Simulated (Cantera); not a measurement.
A Cantera script and what it prints.

```python
import numpy as np
import cantera as ct

gas_names = """
    CL CL2 H HCL H2 Si SiCL SiCL2 SiCL3 SiCL4 SiH SiHCL3 SiH2 SiH2CL2 SiH3 SiH3CL SiH4 Si2 Si3
""".split()
cond_names = """
    Si(cr) Si(L)
""".split()


# ... load() reads the species with a 1 bar reference pressure and builds the phases ...
atoms = {
    'SiCl4': {'Si': 1, 'CL': 4},
    'H2': {'H': 2},
}
top_T = {}  # K; cautious upper limits of use, not melting points


# ... equilibrate(T, P, feed) seeds the gas with the atoms and calls Mixture.equilibrate('TP', solver="vcs", rtol=1e-11, max_steps=5000) ...
results = []
T = 2323  # K
P = 1000  # Pa
for m in [1.7, 4, 6.3, 8.6, 11, 13, 15, 18, 20]:
    feed = {'SiCl4': 1, 'H2': m}  # mol
    mix = equilibrate(T, P, feed)
    results.append((T, P, feed, dict(zip(mix.species_names, mix.species_moles))))

top = {s: max(r[3][s] / sum(r[3][g] for g in gas_names) for r in results) for s in gas_names}
cols = sorted((s for s in top if top[s] > 1e-06), key=lambda s: -top[s])[:5]
seen = [c for c in cond_names if any(r[3].get(c, 0) > 1e-12 for r in results)]
print("log10 of partial pressures in bar; condensed amounts in mol")
print(f"{'n(H2)':>10s}" + "".join(f"{s[:9]:>10s}" for s in cols + seen))
for T, P, feed, n in results:
    ng = sum(n[g] for g in gas_names)
    print(f"{feed['H2']:10.4g}" + "".join(f"{np.log10(max(n[s] / ng * P / 1e5, 1e-99)):10.3f}" for s in cols)
          + "".join(f"{n.get(c, 0):10.4g}" for c in seen))
```

It prints:

```
log10 of partial pressures in bar; condensed amounts in mol
     n(H2)        H2       HCL     SiCL2         H        CL
       1.7    -2.757    -2.349    -2.653    -3.341    -3.077
         4    -2.390    -2.480    -2.952    -3.158    -3.392
       6.3    -2.286    -2.575    -3.177    -3.106    -3.538
       8.6    -2.234    -2.647    -3.362    -3.080    -3.637
        11    -2.201    -2.710    -3.527    -3.064    -3.716
        13    -2.182    -2.754    -3.649    -3.054    -3.770
        15    -2.167    -2.795    -3.761    -3.046    -3.818
        18    -2.150    -2.848    -3.912    -3.038    -3.880
        20    -2.141    -2.880    -4.005    -3.034    -3.916
```

Cantera equilibrium calculation (NASA polynomials, part measured and part estimated; ideal gas, pure solids and liquids). The tables' values for SiCl, SiCl3 are old estimates; treat these amounts as uncertain. Gases not in the tables: Si2H6 and higher silanes.
